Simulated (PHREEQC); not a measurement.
A solution holds 6.4 mmol/kgw HF, 0.045 mmol/kgw H2SiF6, 1.3 mmol/kgw H3AsO4 and 16 mmol/kgw H2SO4, at 25 °C. Closed to the air; pH follows from the charge balance.

Equilibrium calculation in PHREEQC: ion-association model, wateq4f.dat.

Precipitation was switched off in this run.

Q: What pH, ionic strength does the model give?

A: pH 1.68; ionic strength 0.0309 mol/kgw.

Q: In which forms is Si present?

A: SiF6-2 97 %, H4SiO4 3.4 % of the Si.

SiF6-2 is the database's only silicon fluoride.
